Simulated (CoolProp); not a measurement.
Saturation properties of oxygen.

Values from CoolProp's reference Helmholtz-energy equation of state, Schmidt 1985.

```json
[
 {"T (K)": "86", "p (MPa)": "0.06391", "vapour density (kg/m³)": "2.927", "enthalpy of vaporisation (kJ/kg)": "217.0"},
 {"T (K)": "88.9", "p (MPa)": "0.08837", "vapour density (kg/m³)": "3.940", "enthalpy of vaporisation (kJ/kg)": "214.3"},
 {"T (K)": "91.8", "p (MPa)": "0.1195", "vapour density (kg/m³)": "5.200", "enthalpy of vaporisation (kJ/kg)": "211.5"},
 {"T (K)": "94.8", "p (MPa)": "0.1601", "vapour density (kg/m³)": "6.802", "enthalpy of vaporisation (kJ/kg)": "208.4"},
 {"T (K)": "97.7", "p (MPa)": "0.2084", "vapour density (kg/m³)": "8.679", "enthalpy of vaporisation (kJ/kg)": "205.2"},
 {"T (K)": "100.6", "p (MPa)": "0.2670", "vapour density (kg/m³)": "10.92", "enthalpy of vaporisation (kJ/kg)": "201.9"},
 {"T (K)": "103.5", "p (MPa)": "0.3372", "vapour density (kg/m³)": "13.57", "enthalpy of vaporisation (kJ/kg)": "198.4"},
 {"T (K)": "106.4", "p (MPa)": "0.4203", "vapour density (kg/m³)": "16.69", "enthalpy of vaporisation (kJ/kg)": "194.7"},
 {"T (K)": "109.4", "p (MPa)": "0.5213", "vapour density (kg/m³)": "20.46", "enthalpy of vaporisation (kJ/kg)": "190.5"},
 {"T (K)": "112.3", "p (MPa)": "0.6347", "vapour density (kg/m³)": "24.69", "enthalpy of vaporisation (kJ/kg)": "186.3"}
]
```

It boils at 90.2 K under 1 atm.
